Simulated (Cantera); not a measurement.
Feed: 1 mol AlN, 6.5 mol H2O, 74 mol H2, at 900 °C and 1.00 Torr.

These are equilibrium values from Cantera (NASA tables, ideal gas, pure condensed phases), not measurements of a reactor. Candidate condensed phases: Al, AlN, Al2O3, H2O; 35 gas species. Kinetics and transport are ignored.

Base state: H2 0.932, H2O 0.0617, N2 0.00617 (mole fractions); condensed: Al2O3(s).

What changes in the equilibrium state with this change: H2O from 6.5 to 0.85 mol?


| species | before | after |
|---|---|---|
| H2 | 0.932 | 0.996 |
| N2 | 0.00617 | 0.00377 |
| H2O | 0.0617 | 5.10e-8 |
| Al2O3(s), mol | 0.500 | 0.283 |
| AlN(s), mol | 0 | 0.433 |
Mutual solubility and eutectic melting of coexisting phases are not modelled.

What changes in the equilibrium state with this change: H2O from 6.5 to 0.44 mol?


```json
[
 {"species": "H2", "before": "0.932", "after": "0.998"},
 {"species": "N2", "before": "0.00617", "after": "0.00197"},
 {"species": "H2O", "before": "0.0617", "after": "4.11e-8"},
 {"species": "Al2O3(s), mol", "before": "0.500", "after": "0.147"},
 {"species": "AlN(s), mol", "before": "0", "after": "0.707"}
]
```
Mutual solubility and eutectic melting of coexisting phases are not modelled.
